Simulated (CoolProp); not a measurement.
A simple Rankine cycle with dimethyl ether: condensing at 300.15 K, boiler at 3.97 MPa, turbine inlet 423.5 K, turbine efficiency 0.9, pump efficiency 0.7, no recuperator. Each further row changes one setting.

Model: reference Helmholtz-energy equation of state, Wu 2011, in CoolProp.

```csv
case,thermal efficiency (%),net work (kJ/kg),heat in (kJ/kg),turbine exit temperature (K),volume ratio over the turbine
as stated,[?],87.2,546,336.1,6.25
turbine inlet 443.5 K,16.2,[?],592,[?],6.09
condensing temperature 292.15 K,17.4,98.4,565,327.0,7.78
boiler pressure 2.78 MPa,[?],[?],573,357.1,[?]
turbine efficiency 0.8,14.1,76.7,546,342.3,[?]
```

**Question.** What belongs in the gaps?

**Answer.** 
- as stated, thermal efficiency (%): 16.0
- turbine inlet 443.5 K, net work (kJ/kg): 96.1
- turbine inlet 443.5 K, turbine exit temperature (K): 358.2
- boiler pressure 2.78 MPa, thermal efficiency (%): 13.7
- boiler pressure 2.78 MPa, net work (kJ/kg): 78.4
- boiler pressure 2.78 MPa, volume ratio over the turbine: 4.23
- turbine efficiency 0.8, volume ratio over the turbine: 6.41
